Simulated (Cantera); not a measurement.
Charge: 1 mol CH3OH, 0.1 mol CO2, at 2075 K and 89.0 Pa.

These are equilibrium values from Cantera (NASA tables, ideal gas, pure condensed phases), not measurements of a reactor. Candidate condensed phases: C, C6H6, C7H8, C8H18, H2O; 110 gas species. Equilibrium is a limit: real reactors are often held back by kinetics, nucleation or transport.

Base state: H2 0.562, CO 0.339, H 0.0670, H2O 0.0274, CO2 0.00340, OH 0.000372, O 3.18e-5 (mole fractions); condensed: gas only.

Task: What changes in the equilibrium state with this change: temperature from 2075 K to 1198 K?

Result: 
```csv
species,before,after
H2,0.562,0.622
CO,0.339,0.346
H2O,0.0274,0.0229
H,0.0670,5.03e-6
OH,0.000372,1.46e-9
O,3.18e-5,<1e-9
CO2,0.00340,0.00933
```

Task: What changes in the equilibrium state with this change: CO2 from 0.1 to 0.2 mol?

Result: 
```json
[
 {"species": "H2", "before": "0.562", "after": "0.520"},
 {"species": "CO", "before": "0.339", "after": "0.355"},
 {"species": "H", "before": "0.0670", "after": "0.0644"},
 {"species": "H2O", "before": "0.0274", "after": "0.0523"},
 {"species": "CO2", "before": "0.00340", "after": "0.00737"},
 {"species": "O", "before": "3.18e-5", "after": "6.56e-5"}
]
```
